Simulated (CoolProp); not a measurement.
Computed with CoolProp (reference Helmholtz-energy equation of state, Tillner-Roth 1997).

Problem. For CH2F2 (R32), give the phase and the isothermal compressibility (1/MPa), fugacity coefficient at 53.55 °C and 3120 kPa.

Solution. 
- 53.55 °C and 3120 kPa: gas; isothermal compressibility 0.584, fugacity coefficient 0.739
